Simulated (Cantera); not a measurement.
A freely propagating, adiabatic, planar premixed flame of CH4 : O2 : N2 = 1 : 1.54 : 5.08 (molar parts), equivalence ratio 1.3, unburnt at 350 K and 670000 Pa; multicomponent transport, grid criteria slope 0.08 and curve 0.16, no radiation.

Computed with Cantera and GRI-Mech 3.0 (53 species, 325 reactions). Burning velocities carry a grid error of a few per cent, more on coarse grids.

x: mole fraction of selected species; z is measured from the peak of heat release.

| z (mm) | T (K) | u (m/s) | x CH4 | x O2 | x H2O2 | x N2O | x C2H4 | x C2H6 |
|---|---|---|---|---|---|---|---|---|
| -0.463 | 350 | 0.178 | 0.131 | 0.202 | 1.30e-8 | <1e-8 | 1.85e-8 | <1e-8 |
| -0.308 | 354 | 0.181 | 0.130 | 0.201 | 3.37e-7 | <1e-8 | 8.11e-7 | 4.26e-7 |
| -0.231 | 376 | 0.193 | 0.129 | 0.199 | 2.33e-6 | <1e-8 | 7.89e-6 | 4.69e-6 |
| -0.154 | 528 | 0.274 | 0.118 | 0.186 | 1.76e-5 | <1e-8 | 0.000105 | 7.51e-5 |
| -0.0771 | 1103 | 0.585 | 0.0779 | 0.132 | 5.57e-5 | ? | 0.000873 | 0.000745 |
| -0.0386 | 1550 | 0.832 | 0.0426 | 0.0812 | 1.10e-5 | ? | 0.00167 | 0.00115 |
| 0 | 1951 | 1.06 | 0.0119 | 0.0303 | 3.06e-6 | ? | 0.00103 | 0.000220 |
| 0.0386 | 2130 | 1.15 | 0.00213 | 0.00718 | 6.85e-7 | ? | 0.000101 | 7.53e-6 |
| 0.0771 | 2179 | 1.18 | 0.000536 | 0.00165 | 1.66e-7 | ? | 7.64e-6 | 4.45e-7 |
| 0.154 | 2201 | 1.19 | 9.35e-5 | 0.000147 | 2.94e-8 | ? | 2.54e-7 | <1e-8 |
| 0.308 | 2210 | 1.19 | 1.37e-5 | 1.48e-5 | 1.01e-8 | ? | 1.77e-8 | <1e-8 |
| 0.617 | 2213 | 1.19 | 1.53e-6 | 6.29e-6 | <1e-8 | 1.03e-8 | <1e-8 | <1e-8 |
| 1.23 | 2215 | 1.20 | 6.63e-8 | 4.58e-6 | <1e-8 | <1e-8 | <1e-8 | <1e-8 |

### Question
Fill in the missing entries.

### Answer

- -0.0771, x N2O: 3.43e-8
- -0.0386, x N2O: 7.29e-8
- 0, x N2O: 9.17e-8
- 0.0386, x N2O: 5.53e-8
- 0.0771, x N2O: 3.27e-8
- 0.154, x N2O: 1.95e-8
- 0.308, x N2O: 1.34e-8
